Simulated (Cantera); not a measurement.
## Premixed flame

A freely propagating, adiabatic, planar premixed flame of 33.5 % H2, 14.0 % O2, 52.6 % N2, equivalence ratio 1.2, unburnt at 398 K and 0.440 bar; mixture-averaged transport, grid criteria slope 0.08 and curve 0.16, no radiation.

Model: the H2/O2 subset of GRI-Mech 3.0, which has no nitrogen chemistry, integrated in Cantera. Burning velocities carry a grid error of a few per cent, more on coarse grids.

```csv
z (mm),T (K),u (m/s),x H2,x O2,x H2O,x H,x HO2,x H2O2
-3.50,398,3.94,0.335,0.140,<1e-8,<1e-8,<1e-8,<1e-8
-2.34,398,3.94,0.335,0.140,<1e-8,<1e-8,<1e-8,<1e-8
-1.75,398,3.94,0.335,0.140,<1e-8,<1e-8,<1e-8,<1e-8
-1.17,398,3.94,0.335,0.140,<1e-8,<1e-8,<1e-8,<1e-8
-0.584,402,3.97,0.333,0.140,6.33e-5,5.19e-6,4.74e-5,1.30e-6
-0.292,618,5.96,0.303,0.136,0.0152,0.00430,0.000164,4.37e-5
0,1106,10.3,0.192,0.0982,0.103,0.0427,4.90e-5,2.45e-6
0.292,1431,13.1,0.0886,0.0345,0.218,0.0759,1.54e-5,1.83e-6
0.584,1572,14.3,0.0696,0.0188,0.247,0.0745,7.59e-6,1.26e-6
1.17,1718,15.5,0.0699,0.0144,0.257,0.0620,5.03e-6,7.06e-7
2.34,1869,16.7,0.0715,0.0115,0.266,0.0480,3.47e-6,3.66e-7
4.67,2021,17.9,0.0713,0.00844,0.277,0.0349,2.27e-6,1.95e-7
9.34,2158,18.9,0.0697,0.00559,0.289,0.0240,1.43e-6,1.15e-7
```
x: mole fraction of selected species; z is measured from the peak of heat release.

* **laminar burning velocity**: 394 cm/s
* **thermal thickness**: 1.17 mm
* **peak x(H)**: 0.0773
* **peak x(HO2)**: 0.000262
* **peak x(H2O2)**: 4.51e-5
* **grid points**: 136
